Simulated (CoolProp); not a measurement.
A simple Rankine cycle with cis-2-butene: condensing at 297.15 K, boiler at 3.55 MPa, turbine inlet 439.8 K, turbine efficiency 0.8, pump efficiency 0.7, no recuperator. Each further row changes one setting.

Computed with CoolProp (reference Helmholtz-energy equation of state, Lemmon 2005). It is a short technical equation, of lower accuracy than the large ones.

| case | thermal efficiency (%) | net work (kJ/kg) | heat in (kJ/kg) | turbine exit temperature (K) | volume ratio over the turbine |
|---|---|---|---|---|---|
| as stated | 17.5 | 96.5 | 551 | 335.2 | 20.3 |
| turbine inlet 459.8 K | 17.8 | 109 | 608 | 362.2 | 18.7 |
| condensing temperature 289.15 K | 18.7 | 106 | 569 | 328.2 | 26.3 |
| boiler pressure 2.48 MPa | 16.3 | 96.5 | 590 | 358.7 | 12.4 |
| turbine efficiency 0.7 | 15.2 | 83.5 | 551 | 343.0 | 20.9 |
